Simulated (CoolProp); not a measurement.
trans-2-butene along the isobar 1.07 MPa: Z from the reference equation and from simpler models built on Tc = 155.5 °C, pc = 4.019 MPa, ω = 0.210; each cubic takes its own stable root.

Computed with CoolProp (reference Helmholtz-energy equation of state, Lemmon 2005). It is a short technical equation, of lower accuracy than the large ones.

```tsv
T (°C)	phase	reference	Redlich-Kwong	Soave-Redlich-Kwong	Peng-Robinson
13.75	liquid	0.04105	0.04640	0.04510	0.03989
47.75	liquid	0.03937	0.04528	0.04370	0.03856
81.75	liquid	0.03899	0.8200	0.04437	0.03909
115.75	gas	0.8563	0.8677	0.8626	0.8517
149.85	gas	0.8957	0.8992	0.8986	0.8886
183.85	gas	0.9214	0.9212	0.9235	0.9143
217.85	gas	0.9393	0.9373	0.9416	0.9330
251.85	gas	0.9524	0.9495	0.9550	0.9471
```

At some of these states Redlich-Kwong gives the other phase, because its saturation line lies elsewhere.
